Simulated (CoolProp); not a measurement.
The fluid at 298.15 K and 7.63 MPa flows at 3.1 m/s in a round tube of 100 mm bore and 1.5 µm roughness, fully developed (64/Re and Nu = 3.66 if laminar; Colebrook and Gnielinski if turbulent). The same conditions are run with several fluids, on thermodynamics alone (safety and materials aside).

The numbers come from the reference Helmholtz-energy equation of state of each fluid (toluene: Lemmon 2006; p-xylene: Zhou 2012; ethanol: Schroeder 2014; benzene: Thol 2012; n-decane: Lemmon 2006) in CoolProp.

| fluid | Reynolds number | Darcy friction factor | pressure drop (Pa/m) | heat-transfer coefficient (W/(m² K)) | mass flow (kg/h) |
|---|---|---|---|---|---|
| toluene | 458000 | 0.0136 | ? | 3110 | ? |
| p-xylene | 415000 | 0.0138 | 572 | ? | ? |
| ethanol | ? | 0.0155 | 591 | 2830 | ? |
| benzene | 424000 | 0.0138 | 581 | 3190 | 77100 |
| n-decane | 245000 | 0.0152 | 534 | ? | ? |

### Question
Fill in the missing entries.

### Answer

- toluene, pressure drop (Pa/m): 566
- toluene, mass flow (kg/h): 76100
- p-xylene, heat-transfer coefficient (W/(m² K)): 2940
- p-xylene, mass flow (kg/h): 75600
- ethanol, Reynolds number: 217000
- ethanol, mass flow (kg/h): 69400
- n-decane, heat-transfer coefficient (W/(m² K)): 2430
- n-decane, mass flow (kg/h): 64200

Transport values come from each fluid's own correlations.
